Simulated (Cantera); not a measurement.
Charge: 1 mol Cu2O, 4.3 mol CH4, 9.7 mol H2, held at 1 atm.

Cantera equilibrium calculation (NASA polynomials, part measured and part estimated; ideal gas, pure solids and liquids). Candidate condensed phases: C, C6H6, C7H8, C8H18, Cu, CuO, Cu(OH)2, Cu2O, H2O; 113 gas species. The numbers say what is thermodynamically allowed, not how fast it happens. All values below are at 973 K.

Base state: H2 0.850, CH4 0.0940, CO 0.0359, H2O 0.0192, CO2 0.00131 (mole fractions); condensed: C(graphite) + Cu(s).

Problem. What changes in the equilibrium state with this change: Cu2O replaced by Ta2O5?

Solution. 
```tsv
species	before	after
H2	0.850	0.895
CH4	0.0940	0.104
CO	0.0359	0.000194
H2O	0.0192	0.000109
CO2	0.00131	3.81e-8
C(graphite), mol	2.03	2.56
Cu(s), mol	2.00	0
TaC(s), mol	0	0.00201
Ta2O5(s), mol	0	0.999
```
TaC: taken at fixed stoichiometry. Condensed phases not in the tables: Ta2C. Further candidate phases: Ta, TaC, Ta2O5.
